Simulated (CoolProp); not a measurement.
Model: reference Helmholtz-energy equation of state, de Reuck 1990, in CoolProp.

Problem. Give the vapour pressure (bar), liquid density (kg/m³), vapour Z, surface tension (mN/m) of saturated fluorine at -157.05, -153.15 °C.

Solution. 
```
T (°C)   p (bar)  liquid density (kg/m³)  vapour Z  surface tension (mN/m)
-------  -------  ----------------------  --------  ----------------------
-157.05     13.0                    1250     0.809                    5.47
-153.15     16.3                    1210     0.776                    4.56
```

Surface tension comes from a separate correlation (Mulero 2012).
